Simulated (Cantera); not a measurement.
# Halide evaporation, hydrolysis and transport: FeCl2 + H2

Charge: 1 mol FeCl2, 180 mol H2, equilibrated at 0.133 bar.

Equilibrium computed with Cantera from the NASA thermochemical tables; the gas is ideal and each condensed phase is pure. Candidate condensed phases: Fe, FeCl2, FeCl3; 11 gas species. Rates play no part.

```csv
T (K),log p H2,log p HCl,log p H,log p Fe,log p FeCl2,n Fe(α),n Fe(γ),n Fe(δ),n Fe(l)
998,-0.88,-2.83,-9.11,<-12,-5.55,0.996,0,0,0
1073,-0.88,-2.83,-8.29,-12.38,-5.40,0.995,0,0,0
1148,-0.88,-2.83,-7.58,-11.10,-5.29,0.993,0,0,0
1223,-0.88,-2.84,-6.96,-9.98,-5.19,0,0.991,0,0
1298,-0.88,-2.84,-6.41,-8.99,-5.10,0,0.989,0,0
1373,-0.88,-2.84,-5.92,-8.11,-5.03,0,0.987,0,0
1448,-0.88,-2.84,-5.48,-7.32,-4.96,0,0.985,0,0
1523,-0.88,-2.84,-5.08,-6.61,-4.91,0,0.983,0,0
1598,-0.88,-2.84,-4.71,-5.98,-4.85,0,0.980,0,0
1673,-0.88,-2.84,-4.38,-5.40,-4.81,0,0,0.973,0
1748,-0.88,-2.84,-4.08,-4.87,-4.77,0,0,0.959,0
1823,-0.88,-2.84,-3.80,-4.39,-4.74,0,0,0,0.920
```
log p: log10 of the partial pressure in bar; n: condensed amount in mol.

From 998 K to 1148 K the condensed part is Fe(α). From 1223 K to 1598 K the condensed part is Fe(γ). From 1673 K to 1748 K the condensed part is Fe(δ). At 1823 K the condensed part is Fe(l). The main Fe-bearing gas is FeCl2 at 998 K and Fe at 1823 K. The share of Fe in condensed phases is highest at 998 K (99.6 %) and lowest at 1823 K (92.0 %).
